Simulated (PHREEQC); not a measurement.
# Silver or lead bath: speciation

Consider water at 5 °C and 50 atm with 170 mmol/kgw Pb(NO3)2, 2.6 mmol/kgw NaNO3 and 0.044 mmol/kgw Cu(NO3)2. Closed to the air; pH follows from the charge balance.

Computed with PHREEQC (ion-association model, phreeqc.dat).

Each row changes one thing in this solution. This is a speciation only: nothing precipitates in the calculation.

```tsv
case	pH	ionic strength (mol/kgw)	NO3- (mol/kgw)	PbNO3+ (mol/kgw)	Pb+2 (mol/kgw)	Pb2OH+3 (mol/kgw)
as made	4.22	0.340	0.256	0.0863	0.0836	6.63e-5
diluted 5-fold with water	4.66	0.0848	0.0597	0.00889	0.0251	1.52e-5
Cu(NO3)2 left out	4.22	0.340	0.256	0.0863	0.0836	6.63e-5
diluted 100-fold with water	___	0.00500	0.00336	6.21e-5	0.00163	2.43e-7
Pb(NO3)2 from 0.17 to 0.034 mol/kgw	4.66	___	0.0616	0.00906	0.0249	1.51e-5
NaNO3 left out	4.22	0.338	0.254	0.0859	0.0839	6.66e-5
Cu(NO3)2 from 4.4e-05 to 4.4e-06 mol/kgw	4.22	0.340	0.256	0.0863	0.0836	6.62e-5
```

Task: Fill in the missing entries.

Result: 
- diluted 100-fold with water, pH: 5.30
- Pb(NO3)2 from 0.17 to 0.034 mol/kgw, ionic strength (mol/kgw): 0.0866

Under pressure, the constants of complexes without a molar volume in the database are unreliable. At this temperature some constants are extrapolated from 25 °C, and those without enthalpy data are left unchanged.
